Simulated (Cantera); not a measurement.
An isothermal plug-flow reactor at 500 K and 4.00 bar (inlet), inlet velocity 0.52 m/s, active area per volume 1700 1/m; feed 0.729 % H2, 15.6 % O2, 82.3 % N2, 1.35 % H2O, equivalence ratio 0.023.

Model: Deutschmann's 1995 Pt surface mechanism with GRI-Mech 3.0 gas chemistry, integrated in Cantera. Catalytic surfaces can have several steady states; this one follows from the mechanism file's or the stated starting coverage. Mass transfer to the wall is taken as infinitely fast.

One state of this run: x H2 = 0.000225; x O2 = 0.153; x H2O = 0.0207; θ free Pt = 0.00215; θ O* = 0.981; θ OH* = 0.0169. x: gas mole fraction; θ: surface coverage.

Problem. Which value of z (m) does it belong to?
A) 0.0014
B) 0.0051
C) 0.07
D) 0.019

Solution. B, 0.0051
